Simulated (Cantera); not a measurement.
Charge: 1 mol n-butane, 0.042 mol H2O, 0.075 mol O2, at 6.38 Torr.

Equilibrium computed with Cantera from the NASA thermochemical tables; the gas is ideal and each condensed phase is pure. Candidate condensed phases: C, C6H6, C7H8, C8H18, H2O; 110 gas species. Rates play no part. All values below are at 1075 K.

Base state: H2 0.963, CO 0.0367, CH4 0.000355, H2O 3.79e-5 (mole fractions); condensed: C(graphite).

Question: What changes in the equilibrium state with this change: pressure from 6.38 Torr to 1 atm?

Answer: 
```tsv
species	before	after
H2	0.963	0.923
CH4	0.000355	0.0389
CO	0.0367	0.0339
H2O	3.79e-5	0.00401
CO2	1.55e-6	0.000159
C(graphite), mol	3.81	3.63
```
